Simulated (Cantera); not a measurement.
Feed: 1 mol n-butane, 5.7 mol CO2, held at 975 K and 0.00570 bar.

Method: chemical equilibrium by Gibbs-energy minimisation in Cantera with the NASA 1993 tables (ideal gas, pure condensed phases). Candidate condensed phases: C, C6H6, C7H8, C8H18, H2O; 110 gas species. Equilibrium is a limit: real reactors are often held back by kinetics, nucleation or transport.

Base state: CO 0.574, H2 0.311, CO2 0.0864, H2O 0.0293 (mole fractions); condensed: gas only.

### Question
What changes in the equilibrium state with this change: CO2 from 5.7 to 0.12 mol?

### Answer
```
species            before     after
----------------  -------  --------
H2                  0.311     0.954
CO                  0.574    0.0457
CH4               1.44e-6  0.000651
CO2                0.0864   1.14e-5
H2O                0.0293  0.000149
C(graphite), mol        0      3.88
```

### Question
What changes in the equilibrium state with this change: pressure from 0.00570 bar to 4.50 bar?

### Answer
```json
[
 {"species": "CO2", "before": "0.0864", "after": "0.306"},
 {"species": "CO", "before": "0.574", "after": "0.266"},
 {"species": "H2", "before": "0.311", "after": "0.231"},
 {"species": "H2O", "before": "0.0293", "after": "0.166"},
 {"species": "CH4", "before": "1.44e-6", "after": "0.0302"},
 {"species": "C(graphite), mol", "before": "0", "after": "3.13"}
]
```
